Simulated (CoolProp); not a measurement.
Vapour-liquid equilibrium of acetone (1) + dimethyl carbonate (2) at 338.1 K; x and y are mole fractions of (1).

Computed with CoolProp (multi-fluid Helmholtz-energy mixture model, Lemmon 2006 and Zhou 2011; pair parameters Bell 2016).

| x | bubble pressure, mixture model (MPa) | bubble pressure, Raoult's law (MPa) | y, mixture model | y, Raoult's law |
|---|---|---|---|---|
| 0.05 | 0.04783 | 0.04698 | 0.157 | 0.145 |
| 0.125 | 0.05555 | 0.05401 | 0.327 | 0.315 |
| 0.2 | 0.06279 | 0.06103 | 0.450 | 0.446 |
| 0.275 | 0.06971 | 0.06806 | 0.546 | 0.549 |
| 0.35 | 0.07643 | 0.07509 | 0.624 | 0.634 |
| 0.425 | 0.08307 | 0.08212 | 0.691 | 0.704 |
| 0.5 | 0.08970 | 0.08914 | 0.748 | 0.763 |
| 0.575 | 0.09638 | 0.09617 | 0.799 | 0.813 |
| 0.65 | 0.1031 | 0.1032 | 0.844 | 0.857 |
| 0.725 | 0.1100 | 0.1102 | 0.884 | 0.894 |
| 0.8 | 0.1170 | 0.1173 | 0.920 | 0.928 |
| 0.875 | 0.1240 | 0.1243 | 0.953 | 0.957 |
| 0.95 | 0.1312 | 0.1313 | 0.982 | 0.984 |

The largest gap from Raoult's law is +2.9 % in bubble pressure, at x = 0.2. No azeotrope shows between x = 0.05 and 0.95.

The pair parameters rest on a limited set of measurements; away from them the model extrapolates.
